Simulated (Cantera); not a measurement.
An adiabatic, constant-volume homogeneous reactor starts with C3H8 : O2 : N2 = 1 : 2.78 : 10.4 (molar parts), at 1225 K and 1000000 Pa.

Model: GRI-Mech 3.0 (53 species, 325 reactions), integrated in Cantera. GRI-Mech 3.0 was tuned for natural gas; its chemistry of propane as a main component is partial and can be far from experiment.

Task: Predict: time of steepest temperature rise; temperature at 1.00 s; equilibrium temperature; x(O2) at 1.00 s; x(OH) at 1.00 s; x(CH3) at 1.00 s.

Result: 
| Item | Result |
|---|---|
| time of steepest temperature rise | 1.06 ms |
| temperature at 1.00 s | 2869 K |
| equilibrium temperature | 2869 K |
| x(O2) at 1.00 s | 3.66e-5 (gas-phase equilibrium 3.66e-5) |
| x(OH) at 1.00 s | 0.00214 (gas-phase equilibrium 0.00214) |
| x(CH3) at 1.00 s | 1.02e-9 (gas-phase equilibrium 1.13e-9) |
